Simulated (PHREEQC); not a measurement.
Make-up at 25 °C: 1.4 mol/kgw CaCl2, 0.0015 mol/kgw Na2B4O7 and 1.9 mol/kgw NaCl. Closed to the air; pH follows from the charge balance.

The numbers come from PHREEQC with the Pitzer model, pitzer.dat.

Precipitation was switched off in this run.

Q: Order these B species by the share of B that they hold, largest first: CaB(OH)4+, B(OH)4-, B(OH)3.

A: B(OH)3 (50 %), CaB(OH)4+ (41 %), B(OH)4- (9.2 %)

The pH is 7.17 and the ionic strength 6.10 mol/kgw. Species that the database lacks are ignored. In brines, pH and single-ion activities rest on the MacInnes convention.
